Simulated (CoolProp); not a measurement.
Properties of 1,2-dichloroethane at several states.

Model: reference Helmholtz-energy equation of state, Thol 2015, in CoolProp.

```
T (°C)  p (MPa)   phase  density (kg/m³)  cp (kJ/(kg K))  isothermal compressibility (1/MPa)  expansivity (1/kK)
------  -------  ------  ---------------  --------------  ----------------------------------  ------------------
99.85     0.468  liquid             1131           1.387                            0.001595               1.474
30.35      3.61  liquid             1241           1.303                           0.0008168               1.151
76.45     0.294  liquid             1168           1.355                            0.001267               1.350
56.75    0.0623  liquid             1198           1.332                            0.001060               1.266
54.45    0.0112     gas           0.4086          0.8561                               89.66               3.093
148.25    0.254     gas            7.507          0.9771                               4.128               2.742
```
